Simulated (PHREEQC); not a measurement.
0.013 g of hydrous ferric oxide (600 m²/g; 0.2 weak and 0.005 strong sites per Fe, Dzombak-Morel constants, diffuse double layer) in 1 kg of water with 0.05 mol/kgw of an inert sodium salt and 1.5e-07 mol NiCl2 and 2.7e-05 mol SrCl2, at 25 °C; the pH is set by adding NaOH or the inert anion's acid. Oxygen is held at 0.21 atm. The system is closed to CO2. No solid was allowed to form.

Base run: PHREEQC, ion-association model, wateq4f.dat. Each further column changes one thing. The table gives Ni sorbed (%).

```
pH     base  no electrostatic term (-no_edl)  background salt from 0.05 to 0.005 mol/kgw  oxide from 0.013 to 0.065 g/kgw  4.4e-06 mol/kgw CuSO4 added
-----  ----  -------------------------------  ------------------------------------------  -------------------------------  ---------------------------
3       0.0                              0.0                                         0.0                              0.0                          0.0
3.67    0.0                              0.0                                         0.0                              0.0                          0.0
5       0.0                              0.0                                         0.0                              0.1                          0.0
5.67    0.3                              0.9                                         0.3                              1.5                          0.1
6.33    4.2                             13.1                                         4.6                             18.1                          0.3
7.67   89.6                             92.4                                        92.3                             98.0                         34.6
8.33   98.3                             98.3                                        98.7                             99.7                         88.8
9      99.6                             99.4                                        99.7                             99.9                         99.0
10.33  99.5                             94.9                                        99.4                            100.0                         99.3
11     92.3                             38.7                                        91.2                             99.9                         91.8
```

The oxide is taken as insoluble; below pH 4 it would dissolve. In at least one series the solution becomes supersaturated in solids that the run did not let form, among them Ni(OH)2. The database's constant for dissolved Cu(OH)2 is higher than later reviews accept.
